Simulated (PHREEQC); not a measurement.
PHREEQC input (ion-association model, wateq4f.dat):

```
SOLUTION_MASTER_SPECIES
  An  An-  0  An  62.0  # stands for a non-complexing anion
SOLUTION_SPECIES
  An- = An-
    -log_k 0
    -gamma 3.0 0
PHASES
  Fix_H+
    H+ = H+
    -log_k 0
SOLUTION 1
  temp 25
  units mmol/kgw
  pH 7 charge
  B 0.032
  Na 100
  An 100
END
SELECTED_OUTPUT 1
  -reset false
  -pH true
  -pe true
  -ionic_strength true
  -water true
  -totals B Na
  -molalities Hfo_wOH Hfo_wOH2+ Hfo_wO- Hfo_sOH Hfo_sOH2+ Hfo_sO- Hfo_wH2BO3
USER_PUNCH 1
  -headings sigma psi
  10 PUNCH EDL("sigma", "Hfo"), EDL("psi", "Hfo")
PRINT
  -reset false
USE solution 1
SURFACE 1
  Hfo_wOH 0.0107865 600 4.8
  Hfo_sOH 0.000269663
EQUILIBRIUM_PHASES 1
  Fix_H+ -3 HAn 10
    -force_equality true
  O2(g) -0.68 10
END
# ... the last block is repeated for the other 12 points of pH, with NaOH or the acid as the point needs
```

Selected output (columns that matter, 13 of 13 rows; pH added in front):

```
pH	mu	B	Na	m_Hfo_wOH	m_Hfo_wOH2+	m_Hfo_wO-	m_Hfo_sOH	m_Hfo_sOH2+	m_Hfo_sO-	m_Hfo_wH2BO3	sigma	psi
3	0.10664	3.1973e-05	0.1	0.00019682	0.01059	8.3806e-08	4.9206e-06	0.00026474	2.0951e-09	2.6984e-08	0.36367	0.15139
3.67	0.10538	3.1893e-05	0.1	0.00078481	0.01	1.411e-06	1.962e-05	0.00025001	3.5275e-08	1.0729e-07	0.34338	0.14876
4.33	0.10442	3.1695e-05	0.1	0.0022442	0.0085285	1.3528e-05	5.6106e-05	0.00021322	3.3822e-07	3.0481e-07	0.29242	0.1408
5	0.10324	3.1414e-05	0.1	0.0043557	0.0063619	6.8317e-05	0.0001089	0.00015906	1.708e-06	5.8613e-07	0.21614	0.12573
5.67	0.10213	3.1169e-05	0.1	0.0062302	0.004351	0.00020437	0.00015577	0.00010878	5.1097e-06	8.3136e-07	0.14241	0.10506
6.33	0.10128	3.1016e-05	0.1	0.0074241	0.0029306	0.00043085	0.00018562	7.3272e-05	1.0772e-05	9.8428e-07	0.085848	0.08067
7	0.10067	3.0945e-05	0.1	0.0080261	0.0020337	0.00072565	0.00020067	5.0847e-05	1.8143e-05	1.0549e-06	0.044921	0.052425
7.67	0.10024	3.0947e-05	0.1	0.0082468	0.0015001	0.0010386	0.00020619	3.7505e-05	2.5968e-05	1.0535e-06	0.015847	0.021306
8.33	0.10012	3.1059e-05	0.10024	0.0082714	0.0011438	0.0013703	0.0002068	2.8597e-05	3.4261e-05	9.4063e-07	-0.0077811	-0.010693
9	0.10054	3.139e-05	0.10105	0.0081292	0.00082788	0.0018286	0.00020324	2.0698e-05	4.5719e-05	6.0981e-07	-0.034369	-0.042469
9.67	0.10114	3.1777e-05	0.10219	0.0076793	0.00052287	0.0025837	0.00019199	1.3072e-05	6.4595e-05	2.2209e-07	-0.070778	-0.071761
10.33	0.10212	3.1947e-05	0.10394	0.006702	0.0002698	0.0038139	0.00016755	6.7451e-06	9.5348e-05	5.1069e-08	-0.12172	-0.097302
11	0.10419	3.1988e-05	0.10704	0.0050153	0.00010166	0.0056684	0.00012538	2.5414e-06	0.00014171	8.5364e-09	-0.19119	-0.11931
```

The oxide is taken as insoluble; below pH 4 it would dissolve.
